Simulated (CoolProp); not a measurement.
Vapour-liquid equilibrium of ethane (1) + hydrogen sulfide (2) at 1240 kPa; x and y are mole fractions of (1).

Model: multi-fluid Helmholtz-energy mixture model, Bücker 2006 and Lemmon 2006; pair parameters Kunz 2012, in CoolProp.

### Question
Give the bubble temperature and the first vapour's composition at x = 0.65, 0.875, 0.95. Is there an azeotrope?

### Answer
x = 0.65: 249.1 K, y = 0.743; x = 0.875: 247.9 K, y = 0.877; x = 0.95: 248.0 K, y = 0.945. y crosses x between x = 0.875 and 0.95: the model has an azeotrope there.

The pair parameters rest on a limited set of measurements; away from them the model extrapolates. With so large a gap from Raoult's law the liquid may split in two, which this calculation doesn't test in full.
